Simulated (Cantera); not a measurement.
Input: 1 mol SiO2, 6.8 mol C, 2.6 mol H2, at 1948 K.

Method: chemical equilibrium by Gibbs-energy minimisation in Cantera with the NASA 1993 tables (ideal gas, pure condensed phases). Candidate condensed phases: C, C6H6, C7H8, C8H18, H2O, Si, SiC, SiO2; 123 gas species. Rates play no part.

log p: log10 of the partial pressure in bar; n: condensed amount in mol.

| P (Pa) | log p H2 | log p CO | log p H | log p Si | log p SiO | n C(graphite) | n SiC(s) |
|---|---|---|---|---|---|---|---|
| 10 | -4.30 | -4.39 | -5.10 | -5.98 | -6.47 | 3.88 | 0.929 |
| 52 | -3.56 | -3.66 | -4.72 | -5.98 | -5.74 | 3.84 | 0.973 |
| 270 | -2.83 | -2.94 | -4.36 | -5.98 | -5.02 | 3.83 | 0.982 |
| 1400 | ? | ? | ? | -5.98 | ? | 3.83 | 0.983 |
| 7200 | -1.39 | -1.51 | -3.64 | -5.98 | -3.59 | 3.83 | 0.984 |
| 37000 | -0.68 | -0.80 | -3.29 | -5.98 | -2.88 | 3.83 | 0.984 |
| 190000 | ? | ? | ? | -5.98 | ? | 3.83 | 0.984 |
| 1000000 | 0.75 | 0.64 | -2.57 | -5.98 | -1.45 | 3.82 | 0.984 |

Complete the blanks.


- 1400, log p H2: -2.11
- 1400, log p CO: -2.22
- 1400, log p H: -4.00
- 1400, log p SiO: -4.31
- 190000, log p H2: 0.03
- 190000, log p CO: -0.09
- 190000, log p H: -2.93
- 190000, log p SiO: -2.17
